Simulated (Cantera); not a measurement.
A closed system holds: 1 mol CaO, 15 mol Cl₂, 95 mol N₂, held at 852 °C and 10000 Pa.

Cantera equilibrium calculation (NASA polynomials, part measured and part estimated; ideal gas, pure solids and liquids). Candidate condensed phases: Ca, CaCl₂, CaO; 17 gas species. Condensed phases not in the tables: oxide chlorides. Rates play no part.

Q: What is the equilibrium state?

A: 
```
Property                              Value
--------------------------------  ---------
x(N₂)                                 0.867
x(Cl₂)                                0.127
x(O₂)                               0.00455
x(Cl)                               0.00231
x(NO)                               1.64e-5
x(CaCl₂)                            1.09e-5
x(ClO)                              2.26e-6
n(CaCl₂(l))                       0.999 mol
gas amount                        109.6 mol
log10 activity of Ca(l) (absent)     -27.11
```
